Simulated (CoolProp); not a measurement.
The fluid at 293.71 K and 0.124 MPa flows at 1 m/s in a round tube of 20 mm bore and 0.25 µm roughness, fully developed (64/Re and Nu = 3.66 if laminar; Colebrook and Gnielinski if turbulent). The same conditions are run with several fluids, on thermodynamics alone (safety and materials aside).

The numbers come from the reference Helmholtz-energy equation of state of each fluid (nitrogen: Span 2000; R507A: Lemmon 2003; R404A: Lemmon 2003; CF4 (R14): Platzer 1990) in CoolProp. The equations of Platzer and Polt are older, rougher fits. Blends and air are pseudo-pure fits.

Q: Rank nitrogen, R507A, R404A, CF4 (R14) by Reynolds number, highest first.

A: R507A (8550), R404A (8410), CF4 (R14) (5270), nitrogen (1620)

```
fluid      Darcy friction factor  pressure drop (Pa/m)  heat-transfer coefficient (W/(m² K))  mass flow (kg/h)
---------  ---------------------  --------------------  ------------------------------------  ----------------
nitrogen                  0.0396                  1.41                                  4.67              1.61
R507A                     0.0322                  4.13                                  17.9              5.80
R404A                     0.0324                  4.10                                  17.8              5.73
CF4 (R14)                 0.0368                  4.14                                  13.6              5.08
```

Transport values come from each fluid's own correlations; those of CF4 (R14) are estimates that may be off by 10 % or more.
